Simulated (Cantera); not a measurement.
An isothermal, constant-pressure homogeneous reactor starts with 66.2 % NO, 33.8 % N2, at 1450 K and 0.660 bar.

Detailed kinetics in Cantera: GRI-Mech 3.0 (53 species, 325 reactions).

x: mole fraction; the columns are a selection and need not sum to one.

```tsv
t (s)	x NO	x O	x N2	x O2	x NO2	x N2O
0.000600	0.662	1.90e-8	0.338	2.92e-10	8.02e-7	8.16e-7
0.00177	0.662	1.97e-8	0.338	1.54e-9	2.42e-6	2.40e-6
0.00522	0.662	2.19e-8	0.338	1.10e-8	7.27e-6	6.95e-6
0.0154	0.662	(withheld)	0.338	(withheld)	(withheld)	(withheld)
0.0455	0.662	4.83e-8	0.338	1.43e-6	7.12e-5	5.01e-5
0.134	0.662	9.84e-8	0.338	2.49e-5	0.000215	0.000102
0.396	0.661	1.51e-7	0.338	0.000279	0.000386	0.000136
1.17	0.659	1.75e-7	0.339	0.00129	0.000457	0.000138
3.45	0.653	2.23e-7	0.342	0.00428	0.000594	0.000135
10.2	0.635	3.22e-7	0.351	0.0128	0.000861	0.000127
30.0	0.588	(withheld)	0.374	(withheld)	(withheld)	(withheld)
```

Complete the blanks.


- 0.0154, x O: 2.86e-8
- 0.0154, x O2: 1.06e-7
- 0.0154, x NO2: 2.23e-5
- 0.0154, x N2O: 1.95e-5
- 30.0, x O: 4.97e-7
- 30.0, x O2: 0.0358
- 30.0, x NO2: 0.00126
- 30.0, x N2O: 0.000109
